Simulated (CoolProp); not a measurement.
Saturation properties of R245fa.

The numbers come from the reference Helmholtz-energy equation of state, Akasaka 2015 in CoolProp.

```json
[
 {"T (°C)": "-13.55", "p (MPa)": "0.02763", "liquid density (kg/m³)": "1438", "vapour density (kg/m³)": "1.745", "liquid viscosity (µPa s)": "640", "vapour viscosity (µPa s)": "10.2"},
 {"T (°C)": "-9.55", "p (MPa)": "0.03382", "liquid density (kg/m³)": "1428", "vapour density (kg/m³)": "2.110", "liquid viscosity (µPa s)": "607", "vapour viscosity (µPa s)": "10.4"},
 {"T (°C)": "-5.45", "p (MPa)": "0.04131", "liquid density (kg/m³)": "1418", "vapour density (kg/m³)": "?", "liquid viscosity (µPa s)": "575", "vapour viscosity (µPa s)": "10.6"},
 {"T (°C)": "-1.45", "p (MPa)": "0.04985", "liquid density (kg/m³)": "1408", "vapour density (kg/m³)": "3.036", "liquid viscosity (µPa s)": "546", "vapour viscosity (µPa s)": "10.7"},
 {"T (°C)": "2.65", "p (MPa)": "0.06003", "liquid density (kg/m³)": "1397", "vapour density (kg/m³)": "3.615", "liquid viscosity (µPa s)": "518", "vapour viscosity (µPa s)": "10.9"},
 {"T (°C)": "6.65", "p (MPa)": "0.07151", "liquid density (kg/m³)": "1387", "vapour density (kg/m³)": "4.261", "liquid viscosity (µPa s)": "493", "vapour viscosity (µPa s)": "11.1"},
 {"T (°C)": "10.75", "p (MPa)": "0.08503", "liquid density (kg/m³)": "1376", "vapour density (kg/m³)": "5.017", "liquid viscosity (µPa s)": "468", "vapour viscosity (µPa s)": "11.2"},
 {"T (°C)": "14.75", "p (MPa)": "0.1001", "liquid density (kg/m³)": "1366", "vapour density (kg/m³)": "?", "liquid viscosity (µPa s)": "446", "vapour viscosity (µPa s)": "11.4"},
 {"T (°C)": "18.85", "p (MPa)": "0.1177", "liquid density (kg/m³)": "1355", "vapour density (kg/m³)": "6.819", "liquid viscosity (µPa s)": "425", "vapour viscosity (µPa s)": "11.6"},
 {"T (°C)": "22.85", "p (MPa)": "0.1371", "liquid density (kg/m³)": "1344", "vapour density (kg/m³)": "7.881", "liquid viscosity (µPa s)": "405", "vapour viscosity (µPa s)": "11.7"},
 {"T (°C)": "26.95", "p (MPa)": "0.1596", "liquid density (kg/m³)": "1333", "vapour density (kg/m³)": "?", "liquid viscosity (µPa s)": "386", "vapour viscosity (µPa s)": "11.9"},
 {"T (°C)": "30.95", "p (MPa)": "0.1842", "liquid density (kg/m³)": "1322", "vapour density (kg/m³)": "10.43", "liquid viscosity (µPa s)": "368", "vapour viscosity (µPa s)": "12.1"},
 {"T (°C)": "35.05", "p (MPa)": "0.2123", "liquid density (kg/m³)": "1311", "vapour density (kg/m³)": "11.95", "liquid viscosity (µPa s)": "351", "vapour viscosity (µPa s)": "12.2"},
 {"T (°C)": "39.05", "p (MPa)": "0.2429", "liquid density (kg/m³)": "1299", "vapour density (kg/m³)": "13.60", "liquid viscosity (µPa s)": "335", "vapour viscosity (µPa s)": "12.4"}
]
```

Question: Complete the blanks.

Answer: 
- -5.45, vapour density (kg/m³): 2.545
- 14.75, vapour density (kg/m³): 5.852
- 26.95, vapour density (kg/m³): 9.101

It boils at 15.0 °C under 1 atm.

Viscosity comes from a separate model (Bell 2016), an estimate that may be off by 10 % or more.
